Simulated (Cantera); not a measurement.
A freely propagating, adiabatic, planar premixed flame of 50.2 % H₂, 10.4 % O₂, 39.3 % N₂, unburnt at 700 K and 9.87 atm; mixture-averaged transport, grid criteria slope 0.08 and curve 0.16, no radiation.

Detailed kinetics in Cantera: the H2/O2 subset of GRI-Mech 3.0, which has no nitrogen chemistry. The hydrogen kinetics of GRI-Mech 3.0 are dated; newer H2 mechanisms differ, most at raised pressure. Burning velocities carry a grid error of a few per cent, more on coarse grids.

x: mole fraction of selected species; z is measured from the peak of heat release.

```tsv
z (mm)	T (K)	u (m/s)	x H₂	x O₂	x OH	x HO₂	x O	x H
-0.0806	700	10.7	0.502	0.104	<1e-8	<1e-8	<1e-8	<1e-8
-0.0537	700	10.7	0.502	0.104	<1e-8	2.03e-8	<1e-8	<1e-8
-0.0403	700	10.7	0.502	0.104	<1e-8	2.17e-7	<1e-8	<1e-8
-0.0269	702	10.8	0.502	0.105	<1e-8	8.89e-6	3.65e-8	1.10e-7
-0.0134	780	11.7	0.489	0.105	0.000101	0.000860	2.16e-5	0.000295
-0.00672	1064	15.5	0.453	0.0948	0.000771	0.000833	0.000298	0.00495
0	1442	20.6	0.392	0.0653	0.00172	0.000426	0.00120	0.0204
0.00672	1710	24.2	0.338	0.0308	0.00266	0.000188	0.00139	0.0367
0.0134	1851	26.1	0.312	[?]	0.00295	[?]	[?]	0.0431
0.0269	1971	27.6	0.302	0.00179	0.00291	1.01e-5	0.000363	0.0402
0.0537	2066	28.8	0.307	0.000147	0.00248	9.43e-7	0.000178	0.0300
0.107	2143	29.7	0.314	2.92e-5	0.00182	2.62e-7	8.06e-5	0.0196
0.215	2197	30.3	0.318	[?]	[?]	[?]	[?]	[?]
```

Problem. Fill in the missing entries.

Solution. 
- 0.0134, x O₂: 0.0117
- 0.0134, x HO₂: 6.92e-5
- 0.0134, x O: 0.000870
- 0.215, x O₂: 1.08e-5
- 0.215, x OH: 0.00118
- 0.215, x HO₂: 9.76e-8
- 0.215, x O: 3.06e-5
- 0.215, x H: 0.0118
